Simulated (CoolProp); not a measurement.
R227EA along the isobar 7.25 MPa: fugacity coefficient from the reference equation and from simpler models built on Tc = 374.9 K, pc = 2.925 MPa, ω = 0.358; each cubic takes its own stable root.

Model: reference Helmholtz-energy equation of state, Lemmon 2016, in CoolProp.

| T (K) | phase | reference | van der Waals | Soave-Redlich-Kwong |
|---|---|---|---|---|
| 230.6 | liquid | 0.005578 | 0.06803 | 0.005754 |
| 257.7 | liquid | 0.01991 | 0.1119 | 0.02065 |
| 284.9 | liquid | 0.05225 | 0.1666 | 0.05460 |
| 312 | liquid | 0.1092 | 0.2295 | 0.1148 |
| 339.2 | liquid | 0.1935 | 0.2987 | 0.2041 |
| 366.4 | liquid | 0.3007 | 0.3711 | 0.3170 |
| 393.5 | supercritical | 0.4198 | 0.4435 | 0.4405 |
| 420.7 | supercritical | 0.5354 | 0.5138 | ___ |
| 447.8 | supercritical | 0.6312 | 0.5788 | 0.6558 |
| 475 | supercritical | ___ | 0.6368 | ___ |

Q: Complete the blanks.

A: 
- 420.7, Soave-Redlich-Kwong: 0.5580
- 475, reference: 0.7062
- 475, Soave-Redlich-Kwong: 0.7340
